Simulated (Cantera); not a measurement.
## Stirred combustor or abatement burner

A perfectly stirred reactor is fed with CO : H2 : O2 : N2 : H2O = 1 : 0.034 : 0.957 : 3.6 : 0.12 (molar parts), equivalence ratio 0.54, at 1.40 bar; it is adiabatic with a 325 K inlet, and is followed from long to short residence time, starting on the burning branch (τ in s: 0.22, 0.11, 0.054, 0.026, 0.013, 0.0063, 0.0031, 0.0015, 0.00075, 0.00037, 0.00018, 8.8e-05).

Computed with Cantera and GRI-Mech 3.0 (53 species, 325 reactions).

| τ (s) | T (K) | x CO | x H2 | x O2 | x OH | x CO2 | x H2O | x NO |
|---|---|---|---|---|---|---|---|---|
| 0.22 | 1822 | 0.00118 | 3.67e-5 | 0.0849 | 0.000774 | 0.191 | 0.0292 | 0.000109 |
| 0.11 | 1816 | 0.00182 | 5.61e-5 | 0.0851 | 0.000947 | 0.190 | 0.0291 | 9.21e-5 |
| 0.054 | 1807 | 0.00284 | 8.67e-5 | 0.0854 | 0.00116 | 0.189 | 0.0289 | 7.61e-5 |
| 0.026 | 1792 | 0.00444 | 0.000134 | 0.0859 | 0.00142 | 0.187 | 0.0287 | 5.98e-5 |
| 0.013 | 1772 | 0.00670 | 0.000201 | 0.0867 | 0.00168 | 0.185 | 0.0284 | 4.57e-5 |
| 0.0063 | 1740 | 0.0101 | 0.000298 | 0.0879 | 0.00195 | 0.181 | 0.0280 | 3.41e-5 |
| 0.0031 | 1697 | 0.0149 | 0.000423 | 0.0897 | 0.00217 | 0.176 | 0.0275 | 2.65e-5 |
| 0.0015 | 1633 | 0.0222 | 0.000576 | 0.0925 | 0.00226 | 0.168 | 0.0270 | 2.12e-5 |
| 0.00075 | 1536 | 0.0340 | 0.000716 | 0.0976 | 0.00205 | 0.154 | 0.0265 | 1.53e-5 |
| 0.00037 | 325 | 0.175 | 0.00595 | 0.168 | <1e-12 | <1e-12 | 0.0210 | <1e-12 |
| 0.00018 | 325 | 0.175 | 0.00595 | 0.168 | <1e-12 | <1e-12 | 0.0210 | <1e-12 |
| 8.8e-5 | 325 | 0.175 | 0.00595 | 0.168 | <1e-12 | <1e-12 | 0.0210 | <1e-12 |
x: mole fraction; the columns are a selection and need not sum to one.
